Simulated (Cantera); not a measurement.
Input: 1 mol toluene, 0.64 mol NH₃, at 48000 Torr.

These are equilibrium values from Cantera (NASA tables, ideal gas, pure condensed phases), not measurements of a reactor. Candidate condensed phases: C, C₆H₆, C₇H₈, C₈H₁₈; 92 gas species. The ideal-gas law is rough above about 30 bar. Kinetics and transport are ignored.

Q: What share of the C ends up in condensed phases as a function of T (K), at 2548, 2598, 2648, 2698, 2748, 2798, 2848, 2898, 2948, 2998, 3048?

A: 
| T (K) | C condensed (%) | as |
|---|---|---|
| 2548 | 96.1 | C(graphite) |
| 2598 | 95.5 | C(graphite) |
| 2648 | 94.9 | C(graphite) |
| 2698 | 94.2 | C(graphite) |
| 2748 | 93.4 | C(graphite) |
| 2798 | 92.5 | C(graphite) |
| 2848 | 91.5 | C(graphite) |
| 2898 | 90.4 | C(graphite) |
| 2948 | 89.2 | C(graphite) |
| 2998 | 87.9 | C(graphite) |
| 3048 | 86.4 | C(graphite) |
